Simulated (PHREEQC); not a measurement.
Make-up at 25 °C: 0.074 mol FeSO4, 0.0034 mol NiCl2, 0.024 mol HCl and 0.00065 mol Na2SO4 per kg of water. Closed to the air; pH follows from the charge balance.

Model: ion-association model, wateq4f.dat, run in PHREEQC.

No solid was allowed to form.

Question: Order these Ni species by the share of Ni that they hold, largest first: NiSO4, NiCl+, Ni+2.

Answer: Ni+2 (62 %), NiSO4 (37 %), NiCl+ (1.4 %)

The pH is 2.07 and the ionic strength 0.191 mol/kgw. Species that the database lacks are ignored.
